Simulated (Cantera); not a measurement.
A Cantera script and what it prints.

```python
import numpy as np
import cantera as ct

gas_names = """
    CL CL2 H HCL H2 Si SiCL SiCL2 SiCL3 SiCL4 SiH SiHCL3 SiH2 SiH2CL2 SiH3 SiH3CL SiH4 Si2 Si3
""".split()
cond_names = """
    Si(cr) Si(L)
""".split()


# ... load() reads the species with a 1 bar reference pressure and builds the phases ...
atoms = {
    'SiCl4': {'Si': 1, 'CL': 4},
    'HCl': {'H': 1, 'CL': 1},
    'H2': {'H': 2},
}
top_T = {}  # K; cautious upper limits of use, not melting points


# ... equilibrate(T, P, feed) seeds the gas with the atoms and calls Mixture.equilibrate('TP', solver="vcs", rtol=1e-11, max_steps=5000) ...
results = []
feed = {'SiCl4': 1, 'HCl': 2.2, 'H2': 18}  # mol
T = 1023.15  # K
P = 33000  # Pa
mix = equilibrate(T, P, feed)
results.append((T, P, feed, dict(zip(mix.species_names, mix.species_moles))))
print(gas.report(threshold=0.001))
for i in range(1, mix.n_phases):
    print(f"{mix.phase(i).name:16s} {mix.phase_moles(i):12.5e} mol")
```

It prints:

```
       temperature   1023.1 K
          pressure   33000 Pa
           density   0.052398 kg/m^3
  mean mol. weight   13.508 kg/kmol
   phase of matter   gas

                          1 kg             1 kmol
                     ---------------   ---------------
          enthalpy       -1.2369e+06       -1.6708e+07  J
   internal energy       -1.8667e+06       -2.5215e+07  J
           entropy             14818        2.0015e+05  J/K
    Gibbs function       -1.6398e+07       -2.2149e+08  J
 heat capacity c_p            2516.1             33986  J/K
 heat capacity c_v            1900.5             25672  J/K

                      mass frac. Y      mole frac. X     chem. pot. / RT
                     ---------------   ---------------   ---------------
               HCL           0.28856           0.10691           -38.531
                H2           0.12625           0.84592           -18.839
             SiCL4           0.55406          0.044053           -128.15
            SiHCL3          0.029613         0.0029532           -108.46
     [  +15 minor]          0.001518        0.00016014

Si(cr)            0.00000e+00 mol
```

Equilibrium computed with Cantera from the NASA thermochemical tables; the gas is ideal and each condensed phase is pure. The tables' values for SiCl3 are old estimates; treat these amounts as uncertain.
